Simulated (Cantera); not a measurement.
A closed system holds: 1 mol Fe3O4, a varied amount of H2, equilibrated at 1200 K and 4.40 bar.

Equilibrium computed with Cantera from the NASA thermochemical tables; the gas is ideal and each condensed phase is pure. Candidate condensed phases: Fe, FeO, Fe(OH)2, Fe(OH)3, Fe2O3, Fe3O4, H2O; 12 gas species. Mutual solubility and eutectic melting of coexisting phases are not modelled. The tables' stoichiometric FeO is somewhat more stable than real wüstite, so its field is too wide. FeO: taken at fixed stoichiometry. Equilibrium is a limit: real reactors are often held back by kinetics, nucleation or transport.

Problem. Which condensed phases are stable at each of these points (n(H2) (mol)): 12, 25, 53, 110, 250, 530, 1100, 2400?

Solution. 
| n(H2) (mol) | condensed phases | Fe condensed (%) |
|---|---|---|
| 12 | Fe(γ) + FeO(s) | 100.0 |
| 25 | Fe(γ) | 100.0 |
| 53 | Fe(γ) | 100.0 |
| 110 | Fe(γ) | 100.0 |
| 250 | Fe(γ) | 100.0 |
| 530 | Fe(γ) | 100.0 |
| 1100 | Fe(γ) | 100.0 |
| 2400 | Fe(γ) | 100.0 |

At 12 mol H2 the condensed part is Fe(γ) + FeO(s). From 25 mol H2 to 2400 mol H2 the condensed part is Fe(γ).
